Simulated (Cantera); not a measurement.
# Equilibrium for hydrogen reduction and annealing atmospheres: CuO + H₂ + H₂O

Charge: 1 mol CuO, 2700 mol H₂, 0.41 mol H₂O, at 52.0 Pa.

Cantera equilibrium calculation (NASA polynomials, part measured and part estimated; ideal gas, pure solids and liquids). Candidate condensed phases: Cu, CuO, Cu(OH)₂, Cu₂O, H₂O; 12 gas species. Kinetics and transport are ignored.

```json
[
 {"T (K)": "1198", "x H₂": "0.999", "x H": "8.33e-6", "x H₂O": "0.000522", "x Cu": "2.23e-5", "x OH": "3.44e-11", "n Cu(s)": "0.940"},
 {"T (K)": "1273", "x H₂": "0.999", "x H": "3.13e-5", "x H₂O": "0.000522", "x Cu": "0.000159", "x OH": "1.88e-10", "n Cu(s)": "0.572"},
 {"T (K)": "1348", "x H₂": "0.999", "x H": "0.000101", "x H₂O": "0.000522", "x Cu": "0.000370", "x OH": "8.53e-10", "n Cu(s)": "0"},
 {"T (K)": "1423", "x H₂": "0.999", "x H": "0.000291", "x H₂O": "0.000522", "x Cu": "0.000370", "x OH": "3.30e-9", "n Cu(s)": "0"},
 {"T (K)": "1498", "x H₂": "0.998", "x H": "0.000753", "x H₂O": "0.000522", "x Cu": "0.000370", "x OH": "1.12e-8", "n Cu(s)": "0"},
 {"T (K)": "1573", "x H₂": "0.997", "x H": "0.00178", "x H₂O": "0.000521", "x Cu": "0.000370", "x OH": "3.36e-8", "n Cu(s)": "0"},
 {"T (K)": "1648", "x H₂": "0.995", "x H": "0.00390", "x H₂O": "0.000521", "x Cu": "0.000369", "x OH": "9.16e-8", "n Cu(s)": "0"},
 {"T (K)": "1723", "x H₂": "0.991", "x H": "0.00796", "x H₂O": "0.000520", "x Cu": "0.000369", "x OH": "2.29e-7", "n Cu(s)": "0"},
 {"T (K)": "1798", "x H₂": "0.984", "x H": "0.0153", "x H₂O": "0.000517", "x Cu": "0.000367", "x OH": "5.29e-7", "n Cu(s)": "0"},
 {"T (K)": "1873", "x H₂": "0.971", "x H": "0.0279", "x H₂O": "0.000513", "x Cu": "0.000365", "x OH": "1.14e-6", "n Cu(s)": "0"},
 {"T (K)": "1948", "x H₂": "0.951", "x H": "0.0483", "x H₂O": "0.000507", "x Cu": "0.000361", "x OH": "2.33e-6", "n Cu(s)": "0"},
 {"T (K)": "2023", "x H₂": "0.919", "x H": "0.0799", "x H₂O": "0.000496", "x Cu": "0.000355", "x OH": "4.49e-6", "n Cu(s)": "0"},
 {"T (K)": "2098", "x H₂": "0.873", "x H": "0.126", "x H₂O": "0.000480", "x Cu": "0.000347", "x OH": "8.23e-6", "n Cu(s)": "0"}
]
```
x: gas mole fraction; n: condensed amount in mol.

From 1198 K to 1273 K the condensed part is Cu(s). From 1348 K to 2098 K nothing is condensed. The main Cu-bearing gas is Cu throughout.
